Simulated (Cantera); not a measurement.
## Equilibrium for silicon oxide and oxynitride deposition: HMDSO + NO + N₂ + O₂

Feed: 1 mol HMDSO, 0.45 mol NO, 6.8 mol N₂, 4.1 mol O₂, at 1.00 bar.

Equilibrium computed with Cantera from the NASA thermochemical tables; the gas is ideal and each condensed phase is pure. Candidate condensed phases: C, C₆H₆, C₇H₈, C₈H₁₈, H₂O, Si, SiC, SiO₂, Si₂N₂O, Si₃N₄; 151 gas species. The feed counts by its element totals alone. Mutual solubility and eutectic melting of coexisting phases are not modelled. The tables hold silica as quartz up to 1696 K and as liquid above; real silica turns to tridymite and cristobalite and melts near 1996 K. Rates play no part.

```
T (K)   x N₂   x H₂    x CO     x H₂O     x CO₂     x CH₄  n C(graphite)  n SiO₂(α-quartz)  n SiO₂(β-quartz)  n Si₂N₂O(s)  n SiO₂(condensed)
-----  -----  -----  ------  --------  --------  --------  -------------  ----------------  ----------------  -----------  -----------------
798    0.425  0.234  0.0273     0.158    0.0786    0.0763           2.99              2.00                 0            0                  0
898    0.383  0.334   0.101    0.0856    0.0605    0.0357           2.38                 0              2.00            0                  0
998    0.347  0.384   0.200    0.0314    0.0237    0.0144           1.17                 0              2.00            0                  0
1098   0.331  0.403   0.246   0.00910   0.00552   0.00593          0.534                 0              2.00            0                  0
1198   0.326  0.410   0.257   0.00280   0.00128   0.00269          0.379                 0              2.00            0                  0
1298   0.325  0.413   0.260  0.000996  0.000357   0.00136          0.348                 0              2.00            0                  0
1398   0.324  0.414   0.260  0.000408  0.000119  0.000748          0.341                 0              2.00            0                  0
1498   0.316  0.410   0.273  0.000214   5.54e-5  0.000398              0                 0              1.77        0.113                  0
1598   0.315  0.410   0.274  0.000261   5.81e-5  0.000105              0                 0              1.77        0.116                  0
1698   0.315  0.410   0.273  0.000311   6.07e-5   3.27e-5              0                 0                 0        0.115               1.76
```
x: gas mole fraction; n: condensed amount in mol.

At 798 K the condensed part is C(graphite) + SiO₂(α-quartz). From 898 K to 1398 K the condensed part is C(graphite) + SiO₂(β-quartz). From 1498 K to 1598 K the condensed part is SiO₂(β-quartz) + Si₂N₂O(s). At 1698 K the condensed part is SiO₂(condensed) + Si₂N₂O(s).
